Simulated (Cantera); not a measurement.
A closed system holds: 1 mol FeS₂, 0.068 mol SO₃, 4.2 mol CO₂, equilibrated at 1127 °C and 0.320 bar.

Method: chemical equilibrium by Gibbs-energy minimisation in Cantera with the NASA 1993 tables (ideal gas, pure condensed phases). Candidate condensed phases: C, Fe, Fe(CO)₅, FeO, FeS, FeSO₄, FeS₂, Fe₂O₃, Fe₂(SO₄)₃, Fe₃O₄, S; 25 gas species. FeS: taken at fixed stoichiometry. Equilibrium is a limit: real reactors are often held back by kinetics, nucleation or transport.

Base state: CO₂ 0.732, CO 0.117, SO₂ 0.0800, S₂ 0.0649, COS 0.00338, S₂O 0.00140, SO 0.000814 (mole fractions); condensed: FeS(s).

**Question.** What changes in the equilibrium state with this change: temperature from 1127 °C to 650 °C?

**Answer.** 
| species | before | after |
|---|---|---|
| CO₂ | 0.732 | 0.875 |
| S₂ | 0.0649 | 0.0903 |
| SO₂ | 0.0800 | 0.0251 |
| CO | 0.117 | 0.00303 |
| SO | 0.000814 | 2.25e-6 |
| COS | 0.00338 | 0.00548 |
| S₂O | 0.00140 | 0.00119 |
| FeS(s), mol | 1.00 | 0.948 |
| FeS₂(s), mol | 0 | 0.0523 |
Gases not in the tables: S₃ to S₇.

**Question.** What changes in the equilibrium state with this change: pressure from 0.320 bar to 18.0 bar?

**Answer.** 
| species | before | after |
|---|---|---|
| CO₂ | 0.732 | 0.797 |
| S₂ | 0.0649 | 0.0727 |
| CO | 0.117 | 0.0580 |
| SO₂ | 0.0800 | 0.0549 |
| COS | 0.00338 | 0.0132 |
| CS₂ | 3.69e-6 | 5.21e-5 |
| SO | 0.000814 | 0.000253 |
| FeS(s), mol | 1.00 | 1.00 |

**Question.** What changes in the equilibrium state with this change: pressure from 0.320 bar to 37.0 mbar?

**Answer.** 
```csv
species,before,after
CO₂,0.732,0.681
CO,0.117,0.160
SO₂,0.0800,0.100
S₂,0.0649,0.0548
S,5.29e-6,1.43e-5
COS,0.00338,0.00144
"FeS(s), mol",1.00,1.00
```
